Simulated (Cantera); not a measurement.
Input: 1 mol Si, 4.5 mol HBr, 0.88 mol N2, at 502 °C and 0.00490 bar.

These are equilibrium values from Cantera (NASA tables, ideal gas, pure condensed phases), not measurements of a reactor. N2 is the only nitrogen source here; it is nearly inert below about 1500 K, so the nitride shown seldom forms there in practice. Equilibrium is a limit: real reactors are often held back by kinetics, nucleation or transport.

```csv
species,before,after
HBr,0.606,0.621
H2,0.189,0.173
N2,0.110,0.109
SiBr4,0.0947,0.0745
SiBr2,1.59e-9,0.0147
SiBr3,2.56e-7,0.00454
Br,3.86e-7,0.00315
Br2,2.04e-8,1.35e-5
SiHBr3,1.05e-5,0.000441
"Si3N4(s), mol",0.189,0.187
```
Gas species are given as mole fractions.

Question: Name the change that produced these shifts.
(A) temperature from 502 °C to 975 °C
(B) temperature from 502 °C to 1350 °C
(C) temperature from 502 °C to 1252 °C
(D) N2 from 0.88 to 0.15 mol

Answer: A, temperature from 502 °C to 975 °C. The tables' values for SiBr3 are old estimates; treat these amounts as uncertain
